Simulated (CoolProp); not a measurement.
The fluid at 293.15 K and 0.0532 MPa flows at 4.8 m/s in a round tube of 10 mm bore and 15 µm roughness, fully developed (64/Re and Nu = 3.66 if laminar; Colebrook and Gnielinski if turbulent). The same conditions are run with several fluids, on thermodynamics alone (safety and materials aside).

Computed with CoolProp (reference Helmholtz-energy equation of state of each fluid (R11: Jacobsen 1992; dry air: Lemmon 2000; R245fa: Akasaka 2015; R404A: Lemmon 2003; nitrogen: Span 2000)). Blends and air are pseudo-pure fits.

```tsv
fluid	Reynolds number	Darcy friction factor	pressure drop (Pa/m)	heat-transfer coefficient (W/(m² K))	mass flow (kg/h)
R11	14600	0.0306	108	36.4	…
dry air	1670	0.0384	28.0	9.46	…
R245fa	12300	0.0317	109	56.0	4.05
R404A	8590	0.0342	84.8	38.1	2.92
nitrogen	1670	…	27.0	9.32	…
```

Task: Complete the blanks.

Result: 
- R11, mass flow (kg/h): 4.15
- dry air, mass flow (kg/h): 0.858
- nitrogen, Darcy friction factor: 0.0383
- nitrogen, mass flow (kg/h): 0.830

Transport values come from each fluid's own correlations; those of R11, R245fa are estimates that may be off by 10 % or more.
